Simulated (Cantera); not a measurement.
# Dilute partial oxidation

An isothermal, constant-pressure homogeneous reactor starts with 0.238 % C2H4, 0.426 % O2, 99.0 % N2, 0.287 % H2O, at 1050 K and 760 Torr.

Detailed kinetics in Cantera: GRI-Mech 3.0 (53 species, 325 reactions). GRI-Mech 3.0 was tuned for natural gas; its chemistry of ethylene as a main component is partial and can be far from experiment.

| t (s) | x C2H4 | x O2 | x H2 | x HO2 | x CH2O |
|---|---|---|---|---|---|
| 6.00e-5 | 0.00238 | 0.00426 | 1.28e-11 | <1e-12 | <1e-12 |
| 0.000126 | 0.00238 | 0.00426 | 2.70e-11 | <1e-12 | <1e-12 |
| 0.000266 | 0.00238 | 0.00426 | 5.69e-11 | <1e-12 | <1e-12 |
| 0.000559 | 0.00238 | 0.00426 | 1.20e-10 | <1e-12 | <1e-12 |
| 0.00118 | 0.00238 | 0.00426 | 2.52e-10 | <1e-12 | <1e-12 |
| 0.00247 | 0.00238 | 0.00426 | 5.31e-10 | 2.01e-12 | <1e-12 |
| 0.00521 | 0.00238 | 0.00426 | 1.12e-9 | 8.53e-12 | 2.67e-12 |
| 0.0110 | 0.00238 | 0.00426 | 2.37e-9 | 7.04e-11 | 2.30e-11 |
| 0.0230 | 0.00238 | 0.00426 | 6.39e-9 | 3.74e-9 | 1.24e-9 |
| 0.0485 | 0.00137 | 0.00299 | 0.000492 | 4.56e-6 | 6.86e-5 |
| 0.102 | 0.000691 | 0.00183 | 0.000974 | 1.49e-6 | 2.79e-5 |
| 0.215 | 0.000370 | 0.00119 | 0.00120 | 6.97e-7 | 1.23e-5 |
| 0.452 | 0.000176 | 0.000742 | 0.00132 | 3.38e-7 | 5.23e-6 |
| 0.951 | 7.61e-5 | 0.000433 | 0.00137 | 1.66e-7 | 2.16e-6 |
| 2.00 | 3.48e-5 | 0.000235 | 0.00139 | 7.97e-8 | 8.93e-7 |
x: mole fraction; the columns are a selection and need not sum to one.

Equilibrium at this temperature and pressure: C2H4 <1e-12, O2 <1e-12, H2 0.00365, HO2 <1e-12, CH2O 4.08e-12 (gas phase only).
